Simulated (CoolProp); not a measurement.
Vapour-liquid equilibrium of hexamethyldisiloxane (MM) (1) + toluene (2) at 0.258 MPa; x and y are mole fractions of (1).

Values from CoolProp's multi-fluid Helmholtz-energy mixture model, Thol 2016 and Lemmon 2006; pair parameters Bell 2016.

```csv
x,"bubble temperature, mixture model (K)","bubble temperature, Raoult's law (K)","y, mixture model","y, Raoult's law"
0.05,419.3,419.7,0.071,0.063
0.2,416.4,418.0,0.259,0.242
0.35,414.2,416.3,0.419,0.408
0.5,412.4,414.6,0.559,0.562
0.65,411.0,413.1,0.689,0.705
0.8,410.1,411.5,0.817,0.837
0.95,409.6,410.0,0.952,0.961
```

The largest gap from Raoult's law is -2.2 K in bubble temperature, at x = 0.5. No azeotrope shows between x = 0.05 and 0.95.

Pair parameters are fitted to limited data, so mixtures are less certain than the pure fluids.
